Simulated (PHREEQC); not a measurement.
Consider water at 63 °C with 140 mmol/kgw TMAH and 8 mmol/kgw Na2CO3. Closed to the air; pH follows from the charge balance.

The numbers come from PHREEQC with the ion-association model, wateq4f.dat.

This is a speciation only: nothing precipitates in the calculation.

Problem. Order these C species by the share of C that they hold, largest first: HCO3-, NaCO3-, CO3-2.

Solution. CO3-2 (70 %), NaCO3- (30 %), HCO3- (0.43 %)

The pH is 11.96 and the ionic strength 0.159 mol/kgw. (CH3)4N+ isn't in the database: it is added as a free cation with an ion size of 4 Å. At this temperature some constants are extrapolated from 25 °C, and those without enthalpy data are left unchanged.
